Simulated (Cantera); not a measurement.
# Ignition delay

Mixture: 10.8 % CH4, 1.29 % CO, 18.5 % O2, 69.4 % N2, equivalence ratio 1.2, at 4050 Torr, adiabatic and at constant volume. Ignition delay is the time to a rise of 400 K.

Cantera simulation using GRI-Mech 3.0 (53 species, 325 reactions); the numbers are that mechanism's predictions, not measurements.

| T0 (K) | delay (ms) |
|---|---|
| 1248 | 5.89 |
| 1298 | 3.14 |
| 1348 | 1.73 |
| 1398 | 0.975 |
| 1448 | 0.565 |
| 1498 | 0.335 |
| 1548 | 0.204 |

```json
{
 "apparent activation energy between 1448 and 1548 K": "190 kJ/mol"
}
```
